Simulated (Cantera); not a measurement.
A Cantera script and what it prints.

```python
import numpy as np
import cantera as ct

gas_names = """
    B BH BH2 BH3 BN BO BO2 B2 B2O B2O2 B2O3 B3O3H3 H HBO HBO2 HNO HNO2 HNO3 HO2 H2 H2O H2O2 H3B3O6 N NH
    NH2 NH3 NH2OH NO NO2 NO3 N2 N2H2 N2H4 N2O O OH O2 O3
""".split()
cond_names = """
    B(b) B(L) BN(s) B2O3(L) B3O3H3(cr) H2O(s) H2O(L)
""".split()


def load(file, names, dense=False):
    # The tables refer to 1 bar. Condensed volumes are neglected.
    table = {s.name: s for s in ct.Species.list_from_file(file)}
    out = []
    for n in names:
        d = dict(table[n].input_data)
        d["thermo"] = dict(d["thermo"], **{"reference-pressure": 1e5})
        if dense:
            d["equation-of-state"] = {"model": "constant-volume", "density": "1e6 g/cm^3"}
        out.append(ct.Species.from_dict(d))
    return out


gas = ct.Solution(thermo="ideal-gas", species=load("nasa_gas.yaml", gas_names))
cond = {s.name: ct.Solution(thermo="fixed-stoichiometry", species=[s], name=s.name)
        for s in load("nasa_condensed.yaml", cond_names, dense=True)}
atoms = {
    'B': {'B': 1},
    'H2O': {'H': 2, 'O': 1},
    'N2': {'N': 2},
}
top_T = {'BN(s)': 3200}  # K; cautious upper limits of use, not melting points


def equilibrate(T, P, feed):
    n = {}
    for name, mol in feed.items():
        for a, k in atoms[name].items():
            n[a] = n.get(a, 0.0) + k * mol
    gas.TPX = T, P, n
    mass = sum(n.values()) * gas.mean_molecular_weight
    gas.equilibrate("TP")
    valid = [c for c in cond.values() if c.min_temp <= T <= top_T.get(c.name, c.max_temp)]
    mix = ct.Mixture([(gas, mass / gas.mean_molecular_weight)] + [(c, 0.0) for c in valid])
    mix.T, mix.P = T, P
    mix.equilibrate("TP", solver="vcs", rtol=1e-11, max_steps=5000)
    return mix


results = []
feed = {'B': 1, 'H2O': 4.9, 'N2': 2.3}  # mol
T = 1050  # K
P = 99000  # Pa
mix = equilibrate(T, P, feed)
results.append((T, P, feed, dict(zip(mix.species_names, mix.species_moles))))
x = sorted(zip(gas.X, gas.species_names), reverse=True)
print(f"T = {T:g} K  P = {P:g} Pa  gas = {mix.phase_moles(0):.4g} mol")
print("   x: " + "  ".join(f"{s} {v:.3e}" for v, s in x if v > 1e-06))
print("   condensed (mol): " + ("  ".join(f"{mix.phase(i).name} {mix.phase_moles(i):.4g}"
      for i in range(1, mix.n_phases) if mix.phase_moles(i) > 1e-12) or "none"))
```

It prints:

```
T = 1050 K  P = 99000 Pa  gas = 7.175 mol
   x: H2O 4.635e-01  N2 3.205e-01  H2 2.090e-01  H3B3O6 6.864e-03  HBO2 4.852e-05  NH3 2.272e-05
   condensed (mol): B2O3(L) 0.4259
```

Equilibrium computed with Cantera from the NASA thermochemical tables; the gas is ideal and each condensed phase is pure. Gases not in the tables: H3BO3.
